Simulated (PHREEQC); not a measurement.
A made-up water analysis in mmol/kgw, 25 °C, pH 8.04, pe -0.9:

```json
[
 {"constituent": "Na", "mmol/kgw": "6.39"},
 {"constituent": "K", "mmol/kgw": "2.36"},
 {"constituent": "Ca", "mmol/kgw": "1.47"},
 {"constituent": "Mg", "mmol/kgw": "0.995"},
 {"constituent": "Cl", "mmol/kgw": "4.09"},
 {"constituent": "S(6)", "mmol/kgw": "4.05"},
 {"constituent": "Alkalinity (meq/kgw)", "mmol/kgw": "1.84"},
 {"constituent": "Fe(2)", "mmol/kgw": "0.439"},
 {"constituent": "F", "mmol/kgw": "0.3"}
]
```

Valence states are taken as typed.

Computed with PHREEQC (ion-association model, phreeqc.dat).

Precipitation was switched off in this run.

Q: What ionic strength does the model give?

A: ionic strength 0.0188 mol/kgw.

Q: In which forms is Fe present?

A: Fe+2 69 %, FeSO4 15 %, FeCO3 7.4 %, FeHCO3+ 6.9 %, FeOH+ 1.6 % of the Fe.

Saturation is exceeded, for instance for Siderite, Fluorite; the values hold only as long as no solid forms. Fluoro complexes past AlF4- and FeF3 are missing from the database.
